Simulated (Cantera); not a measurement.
## Adiabatic ignition

An adiabatic, constant-volume homogeneous reactor starts with 3.01 % C₃H₈, 20.3 % O₂, 76.3 % N₂, 0.331 % H₂O, at 1575 K and 5.00 bar.

Detailed kinetics in Cantera: GRI-Mech 3.0 (53 species, 325 reactions). GRI-Mech 3.0 was tuned for natural gas; its chemistry of propane as a main component is partial and can be far from experiment.

```
t (s)     T (K)  P (bar)  x C₃H₈    x O₂   x C₂H₆    x CH₃    x CH₂O    x N₂O
--------  -----  -------  ------  ------  -------  -------  --------  -------
8.00e-6    1588     5.11  0.0182   0.194  0.00164  0.00172   0.00266  6.94e-9
2.33e-5    2974     10.0  <1e-12  0.0567   <1e-12   <1e-12  5.95e-10  3.09e-6
6.76e-5    2977     10.0  <1e-12  0.0534   <1e-12   <1e-12  5.77e-10  3.21e-6
0.000196   2963     9.95  <1e-12  0.0494   <1e-12   <1e-12  5.71e-10  3.38e-6
0.000571   2958     9.93  <1e-12  0.0478   <1e-12   <1e-12  5.69e-10  3.48e-6
0.00166    2958     9.93  <1e-12  0.0477   <1e-12   <1e-12  5.69e-10  3.48e-6
0.00482    2958     9.93  <1e-12  0.0477   <1e-12   <1e-12  5.69e-10  3.48e-6
0.0140     2958     9.93  <1e-12  0.0477   <1e-12   <1e-12  5.69e-10  3.48e-6
0.0407     2958     9.93  <1e-12  0.0477   <1e-12   <1e-12  5.69e-10  3.48e-6
0.118      2958     9.93  <1e-12  0.0477   <1e-12   <1e-12  5.69e-10  3.48e-6
0.344      2958     9.93  <1e-12  0.0477   <1e-12   <1e-12  5.69e-10  3.48e-6
1.00       2958     9.93  <1e-12  0.0477   <1e-12   <1e-12  5.69e-10  3.48e-6
```
x: mole fraction; the columns are a selection and need not sum to one.

time of steepest temperature rise: 13.5 µs
temperature at 1.00 s: 2958 K
equilibrium temperature: 2958 K
x(C₃H₈) at 1.00 s: <1e-12 (gas-phase equilibrium <1e-12)
x(O₂) at 1.00 s: 0.0477 (gas-phase equilibrium 0.0477)
x(C₂H₆) at 1.00 s: <1e-12 (gas-phase equilibrium <1e-12)
